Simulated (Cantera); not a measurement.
An adiabatic, constant-pressure homogeneous reactor starts with C2H4 : O2 : N2 : H2O = 1 : 2 : 7.52 : 0.58 (molar parts), at 1125 K and 1.01 bar. Integrator tolerance rtol = 1e-08.

Detailed kinetics in Cantera: GRI-Mech 3.0 (53 species, 325 reactions). GRI-Mech 3.0 was tuned for natural gas; its chemistry of ethylene as a main component is partial and can be far from experiment.

Question: What does this change do: pressure from 1.01 bar to 0.400 bar?

Answer: 
| quantity | before | after |
|---|---|---|
| time of steepest temperature rise | 3.82 ms | 2.87 ms |
| temperature at 0.400 s | 2629 K | 2583 K |
| equilibrium temperature | 2629 K | 2583 K |
| x(C2H4) at 0.400 s | <1e-12 (gas-phase equilibrium <1e-12) | <1e-12 (gas-phase equilibrium <1e-12) |
| x(O2) at 0.400 s | 0.000944 (gas-phase equilibrium 0.000944) | 0.00149 (gas-phase equilibrium 0.00149) |
| x(H2O) at 0.400 s | 0.150 (gas-phase equilibrium 0.150) | 0.147 (gas-phase equilibrium 0.147) |
| x(CO2) at 0.400 s | 0.0497 (gas-phase equilibrium 0.0497) | 0.0491 (gas-phase equilibrium 0.0491) |
| x(H2) at 0.400 s | 0.0525 (gas-phase equilibrium 0.0525) | 0.0529 (gas-phase equilibrium 0.0529) |

Question: What does this change do: constant volume in place of constant pressure?

Answer: 
```
quantity                                                              before                                    after
---------------------------------  -----------------------------------------  ---------------------------------------
time of steepest temperature rise                                    3.82 ms                                  3.81 ms
temperature at 0.400 s                                                2629 K                                   2889 K
equilibrium temperature                                               2629 K                                   2889 K
x(C2H4) at 0.400 s                     <1e-12 (gas-phase equilibrium <1e-12)    <1e-12 (gas-phase equilibrium <1e-12)
x(O2) at 0.400 s                   0.000944 (gas-phase equilibrium 0.000944)  0.00231 (gas-phase equilibrium 0.00231)
x(H2O) at 0.400 s                        0.150 (gas-phase equilibrium 0.150)      0.142 (gas-phase equilibrium 0.142)
x(CO2) at 0.400 s                      0.0497 (gas-phase equilibrium 0.0497)    0.0440 (gas-phase equilibrium 0.0440)
x(H2) at 0.400 s                       0.0525 (gas-phase equilibrium 0.0525)    0.0532 (gas-phase equilibrium 0.0532)
```
